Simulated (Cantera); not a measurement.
## Low-pressure radical oxidation in H2/O2

An isothermal, constant-pressure homogeneous reactor starts with H₂ : O₂ = 0.18 : 1 (molar parts), equivalence ratio 0.090, at 1425 K and 3.98 Torr.

Computed with Cantera and the H2/O2 subset of GRI-Mech 3.0, which has no nitrogen chemistry. Radical loss at walls, strong at low pressure, is not modelled. The temperature is held fixed by assumption; the heat of reaction is taken as removed at once.

```csv
t (s),x H₂,x O₂,x O,x H₂O₂,x HO₂,x OH
6.00e-5,0.153,0.847,3.92e-8,7.92e-11,1.01e-7,3.54e-8
0.000278,0.153,0.847,1.06e-6,1.64e-9,4.68e-7,8.73e-7
0.00129,0.0959,0.810,0.0205,4.94e-8,1.21e-6,0.0137
0.00600,0.00624,0.741,0.0803,5.89e-8,1.72e-6,0.0154
0.0278,0.00572,0.751,0.0716,5.99e-8,1.74e-6,0.0148
0.129,0.00367,0.785,0.0425,5.91e-8,1.70e-6,0.0121
0.600,0.000647,0.826,0.00700,3.31e-8,9.01e-7,0.00523
2.78,4.11e-5,0.834,0.000439,7.99e-9,1.45e-7,0.00132
12.9,3.97e-6,0.835,4.23e-5,2.01e-9,8.20e-8,0.000412
60.0,1.65e-6,0.835,1.76e-5,1.45e-9,1.08e-7,0.000266
```
x: mole fraction; the columns are a selection and need not sum to one.

Equilibrium at this temperature and pressure: H₂ 1.64e-6, O₂ 0.835, O 1.75e-5, H₂O₂ 1.44e-9, HO₂ 1.08e-7, OH 0.000265 (gas phase only).
